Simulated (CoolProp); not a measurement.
n-butane along the isobar 5.41 MPa: density (kg/m³) from the reference equation and from simpler models built on Tc = 152.0 °C, pc = 3.796 MPa, ω = 0.201; each cubic takes its own stable root.

Values from CoolProp's reference Helmholtz-energy equation of state, Bücker 2006.

```json
[
 {"T (°C)": "-27.95", "phase": "liquid", "reference": "635.0"},
 {"T (°C)": "-15.45", "phase": "liquid", "reference": "622.8"},
 {"T (°C)": "-3.05", "phase": "liquid", "reference": "610.4"},
 {"T (°C)": "9.45", "phase": "liquid", "reference": "597.7"},
 {"T (°C)": "21.95", "phase": "liquid", "reference": "584.5"},
 {"T (°C)": "34.45", "phase": "liquid", "reference": "570.9"},
 {"T (°C)": "46.85", "phase": "liquid", "reference": "556.9"},
 {"T (°C)": "59.35", "phase": "liquid", "reference": "542.0"},
 {"T (°C)": "71.85", "phase": "liquid", "reference": "526.4"},
 {"T (°C)": "84.25", "phase": "liquid", "reference": "509.9"},
 {"T (°C)": "96.75", "phase": "liquid", "reference": "491.9"},
 {"T (°C)": "109.25", "phase": "liquid", "reference": "472.3"},
 {"T (°C)": "121.75", "phase": "liquid", "reference": "450.3"},
 {"T (°C)": "134.15", "phase": "liquid", "reference": "425.0"},
 {"T (°C)": "146.65", "phase": "liquid", "reference": "393.8"},
 {"T (°C)": "159.15", "phase": "supercritical", "reference": "350.1"}
]
```

### Question
How far does each simpler model (Redlich-Kwong, Soave-Redlich-Kwong) lie from the reference over these 16 states: mean and median of the absolute difference, and the worst?

### Answer
- Redlich-Kwong: mean 10.8 %, median 10.0 %, worst -15.6 % at 159.15 °C and 5.41 MPa
- Soave-Redlich-Kwong: mean 8.9 %, median 7.4 %, worst -16.8 % at 159.15 °C and 5.41 MPa
